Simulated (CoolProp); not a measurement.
The numbers come from the reference Helmholtz-energy equation of state, Outcalt 1996 in CoolProp. It is a modified Benedict-Webb-Rubin equation, recast in Helmholtz form.

Problem. For R152A, give the phase and the cv (kJ/(kg K)), viscosity (µPa s) at 328.6 K and 87.4 bar; 393.5 K and 0.249 bar.

Solution. 
- 328.6 K and 87.4 bar: liquid; cv 1.19, viscosity 133
- 393.5 K and 0.249 bar: gas; cv 1.12, viscosity 14.7

Viscosity comes from a separate model (Bell 2016), an estimate that may be off by 10 % or more.
